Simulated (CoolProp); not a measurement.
R142b along the isotherm 190.15 °C: fugacity coefficient from the reference equation and from simpler models built on Tc = 137.1 °C, pc = 4055 kPa, ω = 0.232; each cubic takes its own stable root.

The numbers come from the reference Helmholtz-energy equation of state, Lemmon 2006 in CoolProp. It is a short technical equation, of lower accuracy than the large ones.

```json
[
 {"p (kPa)": "128", "phase": "gas", "reference": "0.9928"},
 {"p (kPa)": "243", "phase": "gas", "reference": "0.9864"},
 {"p (kPa)": "461", "phase": "gas", "reference": "0.9742"},
 {"p (kPa)": "874", "phase": "gas", "reference": "0.9514"},
 {"p (kPa)": "1660", "phase": "gas", "reference": "0.9086"},
 {"p (kPa)": "3140", "phase": "gas", "reference": "0.8302"},
 {"p (kPa)": "5950", "phase": "supercritical", "reference": "0.6889"},
 {"p (kPa)": "11300", "phase": "supercritical", "reference": "0.4938"},
 {"p (kPa)": "21400", "phase": "supercritical", "reference": "0.3732"},
 {"p (kPa)": "40500", "phase": "supercritical", "reference": "0.3487"}
]
```

Task: How far does each simpler model (van der Waals, Redlich-Kwong, Soave-Redlich-Kwong) lie from the reference over these 10 states: mean and median of the absolute difference, and the worst?

Result: 
- van der Waals: mean 4.5 %, median 0.2 %, worst +32.4 % at 190.15 °C and 40500 kPa
- Redlich-Kwong: mean 1.3 %, median 0.6 %, worst +6.0 % at 190.15 °C and 40500 kPa
- Soave-Redlich-Kwong: mean 3.6 %, median 0.4 %, worst +16.3 % at 190.15 °C and 40500 kPa
